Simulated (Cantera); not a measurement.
## Equilibrium for fluorocarbon and chlorocarbon gases: CF₄ + HCl + H₂

Input: 1 mol CF₄, 0.58 mol HCl, a varied amount of H₂, equilibrated at 2825 K and 0.420 bar.

Cantera equilibrium calculation (NASA polynomials, part measured and part estimated; ideal gas, pure solids and liquids). Candidate condensed phases: C, C₆H₆, C₇H₈, C₈H₁₈; 118 gas species. The tables' values for C₂F₄ are old estimates; treat these amounts as uncertain. Gases not in the tables: C₂F₆ and larger saturated fluorocarbons. The numbers say what is thermodynamically allowed, not how fast it happens.

```json
[
 {"n(H₂) (mol)": "0.096", "x HF": "0.229", "x F": "0.300", "x CF₂": "0.244", "x Cl": "0.171", "x HCl": "0.000839", "x H₂": "2.17e-7", "x CF₄": "0.0329", "x H": "6.42e-5", "x CF": "0.0101", "x CF₃": "0.0114", "n C(graphite)": "0"},
 {"n(H₂) (mol)": "0.45", "x HF": "0.406", "x F": "0.185", "x CF₂": "0.217", "x Cl": "0.157", "x HCl": "0.00221", "x H₂": "1.78e-6", "x CF₄": "0.0112", "x H": "0.000184", "x CF": "0.0145", "x CF₃": "0.00624", "n C(graphite)": "0.0958"},
 {"n(H₂) (mol)": "0.81", "x HF": "0.551", "x F": "0.147", "x CF₂": "0.136", "x Cl": "0.142", "x HCl": "0.00343", "x H₂": "5.24e-6", "x CF₄": "0.00440", "x H": "0.000315", "x CF": "0.0115", "x CF₃": "0.00310", "n C(graphite)": "0.383"},
 {"n(H₂) (mol)": "1.2", "x HF": "0.689", "x F": "0.101", "x CF₂": "0.0642", "x Cl": "0.129", "x HCl": "0.00567", "x H₂": "1.74e-5", "x CF₄": "0.000979", "x H": "0.000574", "x CF": "0.00791", "x CF₃": "0.00101", "n C(graphite)": "0.680"},
 {"n(H₂) (mol)": "1.5", "x HF": "0.786", "x F": "0.0576", "x CF₂": "0.0210", "x Cl": "0.119", "x HCl": "0.0104", "x H₂": "6.90e-5", "x CF₄": "0.000105", "x H": "0.00114", "x CF": "0.00452", "x CF₃": "0.000188", "n C(graphite)": "0.882"},
 {"n(H₂) (mol)": "1.9", "x HF": "0.849", "x F": "0.00586", "x CF₂": "0.000218", "x Cl": "0.0643", "x HCl": "0.0597", "x H₂": "0.00777", "x CF₄": "1.12e-8", "x H": "0.0121", "x CF": "0.000460", "x CF₃": "1.98e-7", "n C(graphite)": "0.991"},
 {"n(H₂) (mol)": "2.2", "x HF": "0.806", "x F": "0.00234", "x CF₂": "3.47e-5", "x Cl": "0.0365", "x HCl": "0.0806", "x H₂": "0.0439", "x CF₄": "2.86e-10", "x H": "0.0289", "x CF": "0.000184", "x CF₃": "1.26e-8", "n C(graphite)": "0.979"}
]
```
x: gas mole fraction; n: condensed amount in mol.

At 0.096 mol H₂ nothing is condensed. From 0.45 mol H₂ to 2.2 mol H₂ the condensed part is C(graphite). The main C-bearing gas is CF₂ at 0.096 mol H₂ and C₂H₂ (acetylene) at 2.2 mol H₂. The share of C in condensed phases is highest at 1.9 mol H₂ (99.1 %) and lowest at 0.096 mol H₂ (0.0 %).
